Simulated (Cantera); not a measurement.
Input (Python, Cantera):

```python
import numpy as np
import cantera as ct

gas = ct.Solution("gri30.yaml")
gas.TPX = 300, 800000, {'CH4': 1, 'O2': 1.54, 'N2': 5.78}
flame = ct.FreeFlame(gas, width=0.0093)
flame.set_refine_criteria(ratio=3, slope=0.08, curve=0.16)
flame.transport_model = "unity-Lewis-number"
flame.solve(loglevel=0, auto=True)
z, T = flame.grid, flame.T
thick = (T[-1] - T[0]) / np.gradient(T, z).max()
show = ['CH4', 'O2', 'CH2O', 'HCO', 'CH2CO', 'NO']
print(f"laminar burning velocity  {flame.velocity[0] * 100:.3f} cm/s")
print(f"burnt temperature         {T[-1]:.1f} K")
print(f"thermal thickness         {thick * 1e3:.4f} mm")
print(f"grid points               {len(z)}")
z0 = z[flame.heat_release_rate.argmax()]
print(f"{'z/mm':>9s}{'T/K':>9s}{'u/(m/s)':>9s}" + "".join(f"{s:>11s}" for s in show))
rows = []
for k in (-3, -2, -1.5, -1, -0.5, -0.25, 0, 0.25, 0.5, 1, 2, 4, 8):
    zz = z0 + k * thick
    rows.append([k * thick, np.interp(zz, z, T), np.interp(zz, z, flame.velocity),
                 *(np.interp(zz, z, flame.X[gas.species_index(s)]) for s in show)])
    print(f"{rows[-1][0] * 1e3:9.3f}{rows[-1][1]:9.1f}{rows[-1][2]:9.3f}" + "".join(f"{x:11.3e}" for x in rows[-1][3:]))
```

It prints:

```
laminar burning velocity  6.447 cm/s
burnt temperature         2058.7 K
thermal thickness         0.2566 mm
grid points               122
     z/mm      T/K  u/(m/s)        CH4         O2       CH2O        HCO      CH2CO         NO
   -0.770    301.1    0.065  1.201e-01  1.850e-01  1.176e-06  8.819e-19  2.439e-07  8.859e-11
   -0.513    308.5    0.066  1.197e-01  1.843e-01  8.783e-06  1.659e-16  1.821e-06  7.382e-10
   -0.385    342.5    0.074  1.176e-01  1.813e-01  4.427e-05  1.225e-14  9.181e-06  5.038e-09
   -0.257    517.2    0.112  1.065e-01  1.651e-01  2.311e-04  2.123e-12  4.800e-05  7.687e-08
   -0.128   1075.0    0.236  6.711e-02  1.078e-01  8.363e-04  8.082e-09  1.866e-04  1.828e-06
   -0.064   1495.2    0.332  3.533e-02  6.120e-02  8.357e-04  4.745e-07  2.982e-04  5.244e-06
    0.000   1875.0    0.422  9.180e-03  1.877e-02  2.234e-04  1.737e-06  2.104e-04  8.879e-06
    0.064   2021.9    0.457  2.310e-03  3.699e-03  4.929e-05  6.302e-07  4.734e-05  1.331e-05
    0.128   2052.9    0.464  1.242e-03  9.265e-04  1.626e-05  1.761e-07  1.515e-05  1.599e-05
    0.257   2062.1    0.466  7.424e-04  1.176e-04  4.977e-06  5.290e-08  4.374e-06  1.858e-05
    0.513   2061.7    0.467  3.933e-04  4.536e-06  1.986e-06  3.306e-08  1.732e-06  2.222e-05
    1.026   2059.9    0.467  1.353e-04  4.303e-07  6.444e-07  2.825e-08  5.229e-07  2.844e-05
    2.053   2058.9    0.467  1.663e-05  4.210e-07  8.567e-08  2.697e-08  5.452e-08  3.581e-05
```

Detailed kinetics in Cantera: GRI-Mech 3.0 (53 species, 325 reactions). Unity Lewis numbers drop preferential diffusion, which matters most where H2 and H carry the flame. Burning velocities carry a grid error of a few per cent, more on coarse grids.
